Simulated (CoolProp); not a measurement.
Vapour-liquid equilibrium of fluoroethane (R161) (1) + R227EA (2) at -84.05 °C; x and y are mole fractions of (1).

Model: multi-fluid Helmholtz-energy mixture model, Wu 2012 and Lemmon 2016; pair parameters Bell 2016, in CoolProp.

```
x     bubble pressure (kPa)  y at the bubble point  dew pressure at overall composition x (kPa)  liquid density (mol/L)
----  ---------------------  ---------------------  -------------------------------------------  ----------------------
0.05                  1.480                  0.078                                        1.465                   10.60
0.2                   1.800                  0.399                                        1.569                   11.44
0.35                  2.466                  0.680                                        1.731                   12.38
0.5                   3.373                  0.840                                        1.975                   13.44
0.65                  4.351                  0.922                                        2.362                   14.65
0.8                   5.283                  0.966                                        3.068                   16.05
0.95                  6.147                  0.993                                        4.882                   17.70
```

No azeotrope shows between x = 0.05 and 0.95.

The pair parameters rest on a limited set of measurements; away from them the model extrapolates.
